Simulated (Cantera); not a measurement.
A Cantera script and its output.

```python
import numpy as np
import cantera as ct

gas = ct.Solution("SiF4_NH3_mec.yaml", "gas")
gas.TPX = 1875, 2666, {'NH3': 1, 'N2': 6.1}
reactor = ct.IdealGasConstPressureReactor(gas, energy="off", clone=False)
net = ct.ReactorNet([reactor])
net.rtol, net.atol = 1e-08, 1e-18
show = ['NH3', 'N2', 'NH2', 'H2', 'N', 'N2H4', 'H']
times = np.geomspace(2e-06, 30, 14)

steps = ct.SolutionArray(gas, extra=["t"])
rows = []
print(f"{'t/s':>10s}{'T/K':>9s}{'P/Pa':>11s}" + "".join(f"{s:>11s}" for s in show))
for t in times:
    while net.time < t:
        t_next = net.step()
        steps.append(gas.state, t=t_next)
    rows.append([np.interp(t, steps.t, y) for y in (steps.T, steps.P, *steps(*show).X.T)])
    print(f"{t:10.3e}{rows[-1][0]:9.1f}{rows[-1][1]:11.4g}" + "".join(f"{x:11.3e}" for x in rows[-1][2:]))
rate = np.gradient(steps.T, steps.t)
print("integrator steps:", len(steps.t))
if steps.T.max() > steps.T[0] + 200:
    print(f"time of steepest temperature rise: {steps.t[rate.argmax()]:.4e} s")
gas.TPX = 1875, 2666, {'NH3': 1, 'N2': 6.1}
gas.equilibrate("TP")
print(f"equilibrium (TP): T = {gas.T:.1f} K  " + "  ".join(f"{s} {gas[s].X[0]:.3e}" for s in show))
```

Output:

```
       t/s      T/K       P/Pa        NH3         N2        NH2         H2          N       N2H4          H
 2.000e-06   1875.0       2666  1.408e-01  8.592e-01  1.976e-08  1.183e-09  1.756e-22  1.121e-18  1.739e-08
 7.129e-06   1875.0       2666  1.408e-01  8.592e-01  7.969e-08  1.347e-08  6.635e-20  5.345e-17  5.273e-08
 2.541e-05   1875.0       2666  1.408e-01  8.592e-01  3.581e-07  1.220e-07  2.101e-17  2.478e-15  1.139e-07
 9.058e-05   1875.0       2666  1.408e-01  8.592e-01  1.543e-06  7.017e-07  2.685e-15  7.235e-14  1.395e-07
 3.229e-04   1875.0       2666  1.408e-01  8.592e-01  5.856e-06  2.860e-06  1.771e-13  1.196e-12  1.399e-07
 1.151e-03   1875.0       2666  1.408e-01  8.591e-01  2.120e-05  1.059e-05  1.123e-11  1.625e-11  1.414e-07
 4.103e-03   1875.0       2666  1.408e-01  8.591e-01  7.544e-05  4.040e-05  4.547e-10  2.076e-10  1.684e-07
 1.462e-02   1875.0       2666  1.405e-01  8.590e-01  2.554e-04  2.659e-04  5.004e-09  2.386e-09  6.187e-07
 5.213e-02   1875.0       2666  1.381e-01  8.582e-01  4.321e-04  3.253e-03  6.159e-08  6.828e-09  4.825e-06
 1.858e-01   1875.0       2666  1.284e-01  8.552e-01  3.482e-04  1.597e-02  2.839e-07  4.434e-09  1.666e-05
 6.624e-01   1875.0       2666  1.015e-01  8.467e-01  2.487e-04  5.151e-02  6.020e-07  2.262e-09  4.642e-05
 2.361e+00   1875.0       2666  5.051e-02  8.307e-01  1.371e-04  1.186e-01  6.957e-07  6.871e-10  1.168e-04
 8.416e+00   1875.0       2666  8.273e-03  8.173e-01  3.548e-05  1.741e-01  5.381e-07  4.601e-11  2.700e-04
 3.000e+01   1875.0       2666  4.965e-05  8.143e-01  8.948e-07  1.844e-01  2.500e-07  2.903e-14  1.200e-03
integrator steps: 1570
equilibrium (TP): T = 1875.0 K  NH3 4.747e-08  N2 8.141e-01  NH2 1.238e-09  H2 1.842e-01  N 7.252e-10  N2H4 5.614e-20  H 1.734e-03
```

Computed with Cantera and the gas-phase N/H chemistry of the illustrative SiF4/NH3 mechanism in the Surface Chemkin manual (1991). Walls and surfaces, which speed up NH3 decomposition in real reactors, are not modelled.
